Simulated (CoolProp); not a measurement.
Vapour-liquid equilibrium of ethylbenzene (1) + m-xylene (2) at 68.15 °C; x and y are mole fractions of (1).

Computed with CoolProp (multi-fluid Helmholtz-energy mixture model, Zhou 2012 and Zhou 2012; pair parameters Bell 2016).

Question: Give the bubble pressure and the first vapour's composition at x = 0.05, 0.2, 0.8. Is there an azeotrope?

Answer: x = 0.05: 0.009445 MPa, y = 0.057; x = 0.2: 0.009641 MPa, y = 0.221; x = 0.8: 0.01030 MPa, y = 0.814. No azeotrope shows between x = 0.05 and 0.95.

The pair parameters rest on a limited set of measurements; away from them the model extrapolates.
